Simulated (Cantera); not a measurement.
Feed: 1 mol SiC, 0.11 mol N₂O, 81 mol N₂, 2.6 mol H₂O, held at 1500 °C.

Equilibrium computed with Cantera from the NASA thermochemical tables; the gas is ideal and each condensed phase is pure. Candidate condensed phases: C, C₆H₆, C₇H₈, C₈H₁₈, H₂O, Si, SiC, SiO₂, Si₂N₂O, Si₃N₄; 151 gas species. Mutual solubility and eutectic melting of coexisting phases are not modelled. The tables hold silica as quartz up to 1696 K and as liquid above; real silica turns to tridymite and cristobalite and melts near 1996 K. Rates play no part.

Problem. Which condensed phases are stable at each of these points (P (Pa)): 0.100, 2.50, 63, 1600, 40000, 1000000?

Solution. 
```csv
P (Pa),condensed phases,Si condensed (%)
0.100,gas only,0.0
2.50,gas only,0.0
63,SiO₂(condensed),20.0
1600,SiO₂(condensed),65.5
40000,SiO₂(condensed),70.7
1000000,SiO₂(condensed) + Si₂N₂O(s),99.6
```

From 0.100 Pa to 2.50 Pa nothing is condensed. From 63.0 Pa to 0.400 bar the condensed part is SiO₂(condensed). At 10.0 bar the condensed part is SiO₂(condensed) + Si₂N₂O(s).
